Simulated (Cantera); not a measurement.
# Ammonia decomposition in nitride growth gas

An isothermal, constant-pressure homogeneous reactor starts with 33.3 % NH₃, 66.7 % H₂, at 2275 K and 0.300 bar.

Cantera simulation using the gas-phase N/H chemistry of the illustrative SiF4/NH3 mechanism in the Surface Chemkin manual (1991); the numbers are that mechanism's predictions, not measurements. Walls and surfaces, which speed up NH3 decomposition in real reactors, are not modelled.

```tsv
t (s)	x NH₃	x H₂	x N₂H₄	x N₂	x N
4.00e-5	0.332	0.666	9.80e-9	6.40e-6	3.12e-7
9.47e-5	0.331	0.666	4.03e-8	0.000184	2.53e-6
0.000224	0.326	0.669	6.72e-8	0.00168	5.45e-6
0.000532	0.315	0.676	6.55e-8	0.00599	5.66e-6
0.00126	0.290	0.692	5.85e-8	0.0155	5.72e-6
0.00298	0.239	0.724	4.51e-8	0.0346	5.84e-6
0.00706	0.155	0.776	2.52e-8	0.0663	6.07e-6
0.0167	0.0590	0.835	7.01e-9	0.102	6.46e-6
0.0396	0.00449	0.866	2.50e-10	0.123	7.88e-6
0.0939	6.80e-5	0.861	<1e-12	0.124	1.12e-6
0.222	1.54e-5	0.861	<1e-12	0.124	2.56e-7
0.527	5.50e-6	0.861	<1e-12	0.124	9.15e-8
1.25	2.34e-6	0.861	<1e-12	0.124	3.89e-8
2.96	1.32e-6	0.861	<1e-12	0.124	2.20e-8
7.00	1.14e-6	0.861	<1e-12	0.124	1.90e-8
```
x: mole fraction; the columns are a selection and need not sum to one.

Equilibrium at this temperature and pressure: NH₃ 1.14e-6, H₂ 0.861, N₂H₄ <1e-12, N₂ 0.124, N 1.90e-8 (gas phase only).
